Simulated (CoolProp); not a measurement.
Properties of sulfur dioxide along the isobar 4970 kPa.

The numbers come from the reference Helmholtz-energy equation of state, Gao 2016 in CoolProp.

```tsv
T (°C)	phase	density (kg/m³)	expansivity (1/kK)	fugacity coefficient
128.95	liquid	965.6	8.373	0.7142
137.75	gas	143.6	10.98	0.7461
146.55	gas	132.0	8.419	0.7656
155.35	gas	123.4	6.959	0.7828
164.05	gas	116.7	6.010	0.7981
172.85	gas	111.0	5.323	0.8121
181.65	gas	106.2	4.804	0.8249
190.45	gas	102.0	4.398	0.8365
199.15	gas	98.29	4.072	0.8471
207.95	gas	94.95	3.799	0.8570
216.75	gas	91.92	3.568	0.8661
225.55	gas	89.16	3.370	0.8745
234.25	gas	86.65	3.200	0.8823
243.05	gas	84.30	3.049	0.8896
251.85	gas	82.12	2.914	0.8963
```
